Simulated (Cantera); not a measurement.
TiC + H2 (sublimation and decomposition of ceramics)

Input: 1 mol TiC, 0.016 mol H2, equilibrated at 1880 Torr.

Equilibrium computed with Cantera from the NASA thermochemical tables; the gas is ideal and each condensed phase is pure. Candidate condensed phases: C, C6H6, C7H8, C8H18, Ti, TiC; 77 gas species. TiC: taken at fixed stoichiometry. Rates play no part.

From 2125 °C to 2725 °C the condensed part is TiC(s). The main Ti-bearing gas is Ti throughout.

```tsv
T (°C)	x H2	x H	x Ti	x C2H2 (acetylene)	x CH3	x CH4	x C2H	x CH2	n TiC(s)
2125	0.990	0.00992	1.17e-5	1.71e-6	1.28e-6	6.92e-6	9.84e-10	2.56e-8	1.00
2175	0.987	0.0125	1.73e-5	3.59e-6	1.89e-6	8.18e-6	2.92e-9	4.87e-8	1.00
2225	0.984	0.0156	2.60e-5	6.93e-6	2.67e-6	9.34e-6	7.87e-9	8.78e-8	1.00
2275	0.981	0.0194	3.92e-5	1.25e-5	3.65e-6	1.04e-5	1.95e-8	1.51e-7	1.000
2325	0.976	0.0238	5.91e-5	2.13e-5	4.84e-6	1.13e-5	4.54e-8	2.51e-7	1.000
2375	0.971	0.0290	8.86e-5	3.47e-5	6.27e-6	1.21e-5	9.99e-8	4.04e-7	1.000
2425	0.965	0.0350	0.000132	5.47e-5	7.98e-6	1.28e-5	2.10e-7	6.33e-7	1.000
2475	0.958	0.0420	0.000194	8.40e-5	9.99e-6	1.35e-5	4.26e-7	9.70e-7	1.000
2525	0.949	0.0501	0.000282	0.000126	1.23e-5	1.40e-5	8.35e-7	1.46e-6	1.000
2575	0.940	0.0592	0.000406	0.000185	1.51e-5	1.45e-5	1.59e-6	2.15e-6	1.000
2625	0.929	0.0696	0.000578	0.000267	1.82e-5	1.49e-5	2.95e-6	3.11e-6	1.000
2675	0.917	0.0813	0.000813	0.000378	2.17e-5	1.53e-5	5.34e-6	4.43e-6	1.000
2725	0.904	0.0944	0.00113	0.000528	2.57e-5	1.55e-5	9.45e-6	6.23e-6	1.000
```
x: gas mole fraction; n: condensed amount in mol.
